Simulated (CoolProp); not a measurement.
Model: reference Helmholtz-energy equation of state, Bücker 2006, in CoolProp.

Q: For n-butane, give the phase and the cp (kJ/(kg K)), expansivity (1/kK), viscosity (µPa s) at 253.3 K and 882 kPa; 313.8 K and 882 kPa.

A: 
- 253.3 K and 882 kPa: liquid; cp 2.22, expansivity 1.64, viscosity 252
- 313.8 K and 882 kPa: liquid; cp 2.53, expansivity 2.24, viscosity 138

Viscosity comes from a separate model (Vogel 1999).
